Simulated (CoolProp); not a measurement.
The fluid at 254.4 K and 9.91 MPa is throttled through a valve to 6.23 MPa with no heat exchange. The same conditions are run with several fluids, on thermodynamics alone (safety and materials aside).

Computed with CoolProp (reference Helmholtz-energy equation of state of each fluid (m-xylene: Zhou 2012; toluene: Lemmon 2006; isobutane: Bücker 2006; R245ca: Zhou 2016; R22: Kamei 1995)).

```
fluid      temperature change (K)  final density (kg/m³)
---------  ----------------------  ---------------------
m-xylene                     +2.0                    ___
toluene                       ___                    ___
isobutane                     ___                    607
R245ca                       +1.2                   1500
R22                          +1.1                   1360
```

Question: What belongs in the gaps?

Answer: 
- m-xylene, final density (kg/m³): 899
- toluene, temperature change (K): +1.9
- toluene, final density (kg/m³): 905
- isobutane, temperature change (K): +1.6
